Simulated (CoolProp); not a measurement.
Vapour-liquid equilibrium of 1-butene (1) + n-butane (2) at 330.4 K; x and y are mole fractions of (1).

Values from CoolProp's multi-fluid Helmholtz-energy mixture model, Lemmon 2005 and Bücker 2006; pair parameters Bell 2016.

```tsv
x	bubble pressure, mixture model (MPa)	bubble pressure, Raoult's law (MPa)	y, mixture model	y, Raoult's law
0.05	0.6025	0.6022	0.058	0.059
0.125	0.6119	0.6109	0.144	0.146
0.2	0.6215	0.6197	0.227	0.230
0.275	0.6312	0.6284	0.309	0.312
0.35	0.6408	0.6372	0.388	0.392
0.425	0.6503	0.6459	0.464	0.469
0.5	0.6596	0.6546	0.539	0.545
0.575	0.6687	0.6634	0.612	0.618
0.65	0.6775	0.6721	0.682	0.689
0.725	0.6859	0.6809	0.752	0.759
0.8	0.6939	0.6896	0.820	0.827
0.875	0.7015	0.6984	0.888	0.893
0.95	0.7085	0.7071	0.955	0.958
```

The largest gap from Raoult's law is +0.8 % in bubble pressure, at x = 0.575. No azeotrope shows between x = 0.05 and 0.95.

The pair parameters rest on a limited set of measurements; away from them the model extrapolates.
